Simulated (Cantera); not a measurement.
Cantera with NASA thermochemical tables; ideal gases at 1 bar, condensed phases pure. Values are per mole of reaction as written; species without (g) are pure solids or liquids, kept so even where they would boil at 1 bar.

Question: Between 300 and 2675 K, where is each reaction favourable under standard conditions?
- 2 Ta + 5 NO(g) = Ta2O5 + 5 N(g)

Answer: 
- 2 Ta + 5 NO(g) = Ta2O5 + 5 N(g): ΔG° is -71 kJ at 300 K and 235 kJ at 2675 K; it changes sign between 300 and 675 K. ΔH° is 141 kJ and ΔS° -35 J/K at 2675 K.
